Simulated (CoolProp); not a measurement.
Aqueous ethanol as a coolant, at 11 °C, 1 atm.

Model: Melinder's fits for secondary coolants, in CoolProp.

```tsv
mass %	freezing point (°C)	cp (kJ/(kg K))	density (kg/m³)	viscosity (mPa s)	Prandtl number
2.6	-1.1	4.239	994.6	1.43	10.7
10.6	-4.7	4.351	983.1	2.13	18.1
18.7	-10.1	4.356	974.0	2.96	27.7
26.7	-17.0	4.257	964.0	3.66	37.0
34.7	-24.6	4.094	951.6	4.07	43.7
42.7	-31.9	3.913	936.4	4.17	47.2
50.7	-38.1	3.731	919.2	4.02	48.1
```
